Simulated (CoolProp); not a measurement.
Properties of R115 along the isobar 1.01 bar.

The numbers come from the reference Helmholtz-energy equation of state, Lemmon 2016 in CoolProp.

```
T (K)  phase  density (kg/m³)  cp (kJ/(kg K))  isothermal compressibility (1/MPa)  expansivity (1/kK)
-----  -----  ---------------  --------------  ----------------------------------  ------------------
273.6    gas            7.031             ___                               10.16               3.963
287.1    gas            6.675          0.7062                               10.12               3.729
300.6    gas            6.356          0.7234                               10.09               3.527
314.1    gas            6.068             ___                               10.06               3.349
327.6    gas            5.806             ___                               10.04               3.190
341.1    gas            5.567             ___                               10.02               3.048
354.6    gas            5.347             ___                               10.01               2.919
368.1    gas            5.145             ___                               9.994               2.801
381.6    gas            4.958             ___                               9.983               2.694
395.1    gas            4.784          0.8338                               9.974               2.595
408.6    gas            4.622             ___                               9.966               2.503
```

Q: What belongs in the gaps?

A: 
- 273.6, cp (kJ/(kg K)): 0.6893
- 314.1, cp (kJ/(kg K)): 0.7404
- 327.6, cp (kJ/(kg K)): 0.7571
- 341.1, cp (kJ/(kg K)): 0.7735
- 354.6, cp (kJ/(kg K)): 0.7894
- 368.1, cp (kJ/(kg K)): 0.8048
- 381.6, cp (kJ/(kg K)): 0.8196
- 408.6, cp (kJ/(kg K)): 0.8474
